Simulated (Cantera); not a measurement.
Mixture: CH₄ : O₂ : N₂ : H₂O = 1 : 1 : 3.76 : 0.18 (molar parts), at 25.0 bar, adiabatic and at constant volume. Ignition delay is the time to a rise of 400 K.

Detailed kinetics in Cantera: GRI-Mech 3.0 (53 species, 325 reactions). The pressure lies above the range GRI-Mech 3.0 was tuned for (to about 10 atm).

### Question
What does this change do: constant pressure in place of constant volume?

### Answer
```
quantity                                                before       after
--------------------------------------------------  ----------  ----------
delay at 1000 K                                        38.8 ms     39.9 ms
delay at 1050 K                                        16.8 ms     17.3 ms
delay at 1100 K                                        7.96 ms     8.28 ms
delay at 1150 K                                        4.07 ms     4.27 ms
delay at 1200 K                                        2.20 ms     2.33 ms
delay at 1250 K                                        1.24 ms     1.33 ms
apparent activation energy between 1150 and 1250 K  140 kJ/mol  140 kJ/mol
```

### Question
What does this change do: pressure from 25.0 bar to 28.0 bar?

### Answer
```tsv
quantity	before	after
delay at 1000 K	38.8 ms	34.5 ms
delay at 1050 K	16.8 ms	14.8 ms
delay at 1100 K	7.96 ms	6.98 ms
delay at 1150 K	4.07 ms	3.56 ms
delay at 1200 K	2.20 ms	1.92 ms
delay at 1250 K	1.24 ms	1.09 ms
apparent activation energy between 1150 and 1250 K	140 kJ/mol	140 kJ/mol
```
